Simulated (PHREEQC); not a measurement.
# Leach liquor: speciation

A solution holds 0.26 mol H2SO4, 0.0061 mol CuSO4 and 7.1e-05 mol Fe2(SO4)3 per kg of water, at 25 °C. Closed to the air; pH follows from the charge balance.

Model: ion-association model, phreeqc.dat, run in PHREEQC.

```json
{
  "pH": "0.65",
  "ionic_strength": "0.334 mol/kgw",
  "activity_of_water": "0.991",
  "specific_conductance": "87200 µS/cm",
  "density": "1.013 g/cm³",
  "total_alkalinity": "-520 meq/kg"
}
```

```tsv
species	molality	activity	log γ
H+	0.288	0.224	-0.109
HSO4-	0.232	0.170	-0.136
SO4-2	0.0323	0.00779	-0.618
Cu+2	0.00431	0.00121	-0.551
CuSO4	0.00179	0.00193	0.033
FeHSO4+2	7.71e-5	2.21e-5	-0.543
FeSO4+	5.22e-5	3.68e-5	-0.151
```

This is a speciation only: nothing precipitates in the calculation. Complexes and solids missing from the database can't appear.
